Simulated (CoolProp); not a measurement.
Vapour-liquid equilibrium of n-pentane (1) + toluene (2) at 305.1 K; x and y are mole fractions of (1).

Values from CoolProp's multi-fluid Helmholtz-energy mixture model, Thol 2019 and Lemmon 2006; pair parameters Bell 2016.

| x | bubble pressure (MPa) | y at the bubble point | dew pressure at overall composition x (MPa) | liquid density (mol/L) |
|---|---|---|---|---|
| 0.05 | (withheld) | 0.575 | (withheld) | 9.254 |
| 0.15 | 0.02372 | 0.802 | 0.006303 | 9.186 |
| 0.25 | (withheld) | 0.872 | 0.007107 | 9.117 |
| 0.35 | 0.04173 | 0.908 | (withheld) | 9.045 |
| 0.45 | 0.04916 | 0.930 | 0.009538 | 8.970 |
| 0.55 | 0.05607 | 0.947 | 0.01150 | 8.894 |
| 0.65 | 0.06275 | 0.960 | 0.01448 | 8.814 |
| 0.75 | 0.06946 | 0.972 | 0.01950 | 8.732 |
| 0.85 | 0.07643 | 0.983 | 0.02966 | 8.646 |
| 0.95 | 0.08389 | 0.994 | 0.05754 | 8.558 |

### Question
Fill in the missing entries.

### Answer

- 0.05, bubble pressure (MPa): 0.01213
- 0.05, dew pressure at overall composition x (MPa): 0.005662
- 0.25, bubble pressure (MPa): 0.03340
- 0.35, dew pressure at overall composition x (MPa): 0.008146

No azeotrope shows between x = 0.05 and 0.95.

The pair parameters rest on a limited set of measurements; away from them the model extrapolates.
